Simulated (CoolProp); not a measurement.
Values from CoolProp's reference Helmholtz-energy equation of state, Kamei 1995.

Question: For R22, give the phase and the cv (kJ/(kg K)), isothermal compressibility (1/MPa), viscosity (µPa s), conductivity (mW/(m K)) at 223.9 K and 25.7 bar; 241.8 K and 25.7 bar; 349 K and 25.7 bar.

Answer: 
- 223.9 K and 25.7 bar: liquid; cv 0.656, isothermal compressibility 0.00140, viscosity 332, conductivity 119
- 241.8 K and 25.7 bar: liquid; cv 0.658, isothermal compressibility 0.00178, viscosity 260, conductivity 111
- 349 K and 25.7 bar: gas; cv 0.710, isothermal compressibility 0.586, viscosity 16.9, conductivity 17.3

Viscosity comes from a separate model (Bell 2016), an estimate that may be off by 10 % or more. Thermal conductivity comes from a separate model (McLinden 2000), an estimate that may be off by 10 % or more.
